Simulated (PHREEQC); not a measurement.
Solution (25 °C): 170 mmol/kgw HF, 0.27 mmol/kgw KF and 1.3 mmol/kgw (NH4)2SiF6. Closed to the air; pH follows from the charge balance.

Equilibrium calculation in PHREEQC: ion-association model, phreeqc.dat.

Each row changes one thing in this solution. This is a speciation only: nothing precipitates in the calculation.

```json
[
 {"case": "as made", "pH": "1.90", "ionic strength (mol/kgw)": "0.0183", "HF (mol/kgw)": "0.150", "F- (mol/kgw)": "0.00915", "HF2- (mol/kgw)": "0.00529", "NH3 (mol/kgw)": "1.01e-10"},
 {"case": "(NH4)2SiF6 replaced by NH4HSO4 at the same molality", "pH": "1.89", "ionic strength (mol/kgw)": "0.0167", "HF (mol/kgw)": "0.151", "F- (mol/kgw)": "0.00890", "HF2- (mol/kgw)": "0.00516", "NH3 (mol/kgw)": "4.93e-11"},
 {"case": "KF left out", "pH": "1.89", "ionic strength (mol/kgw)": "0.0182", "HF (mol/kgw)": "0.150", "F- (mol/kgw)": "0.00906", "HF2- (mol/kgw)": "0.00523", "NH3 (mol/kgw)": "1.00e-10"},
 {"case": "HF from 0.17 to 0.34 mol/kgw", "pH": "1.67", "ionic strength (mol/kgw)": "0.0284", "HF (mol/kgw)": "0.303", "F- (mol/kgw)": "0.0113", "HF2- (mol/kgw)": "0.0131", "NH3 (mol/kgw)": "5.84e-11"},
 {"case": "diluted 5-fold with water", "pH": "2.34", "ionic strength (mol/kgw)": "0.00578", "HF (mol/kgw)": "0.0286", "F- (mol/kgw)": "0.00450", "HF2- (mol/kgw)": "0.000494", "NH3 (mol/kgw)": "5.92e-11"},
 {"case": "KF from 0.00027 to 0.000135 mol/kgw", "pH": "1.90", "ionic strength (mol/kgw)": "0.0183", "HF (mol/kgw)": "0.150", "F- (mol/kgw)": "0.00910", "HF2- (mol/kgw)": "0.00526", "NH3 (mol/kgw)": "1.01e-10"}
]
```

SiF6-2 is the database's only silicon fluoride.
